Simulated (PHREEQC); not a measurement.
A PHREEQC speciation (ion-association model, wateq4f.dat) at 25 °C gives pH 3.71 and these molalities:

```json
[
 {"species": "Cl-", "mol/kgw": "0.503"},
 {"species": "Cu+2", "mol/kgw": "0.218"},
 {"species": "CuCl+", "mol/kgw": "0.0659"},
 {"species": "CuCl2", "mol/kgw": "0.00582"},
 {"species": "H+", "mol/kgw": "0.000261"},
 {"species": "CuCl3-", "mol/kgw": "1.22e-5"},
 {"species": "Cu2(OH)2+2", "mol/kgw": "8.35e-6"},
 {"species": "CuOH+", "mol/kgw": "3.96e-6"},
 {"species": "CuCl4-2", "mol/kgw": "6.26e-8"}
]
```

What are the element totals, and what could have been dissolved in 1 kg of water to give them?

This is not unique; one that fits is totals Cl 0.580, Cu(2) 0.290 mol/kgw, from 0.29 mol CuCl2 and 0.00024 mol HCl per kg of water.

Precipitation was switched off in this run. Examples of supersaturated solids here: Atacamite. Others may be too. Ionic strength above about 0.7 mol/kgw puts this run outside the model's range.
